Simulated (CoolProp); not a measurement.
A simple Rankine cycle with R114: condensing at 316.15 K, boiler at 2.24 MPa, turbine inlet 402.1 K, turbine efficiency 0.6, pump efficiency 0.8, no recuperator. Each further row changes one setting.

Computed with CoolProp (reference Helmholtz-energy equation of state, Platzer 1990). This equation is an older, rougher fit; its heat capacities, sound speeds and derivatives of the liquid may be far off and weren't checked against measurements.

```tsv
case	thermal efficiency (%)	net work (kJ/kg)	heat in (kJ/kg)	turbine exit temperature (K)	volume ratio over the turbine
as stated	8.6	13.9	163	352.9	7.96
turbine inlet 422.1 K	8.6	15.8	184	378.3	7.17
condensing temperature 308.15 K	9.4	16.0	171	349.0	10.1
boiler pressure 1.57 MPa	7.4	12.8	174	369.5	4.74
turbine efficiency 0.5	7.0	11.3	163	356.2	8.05
```
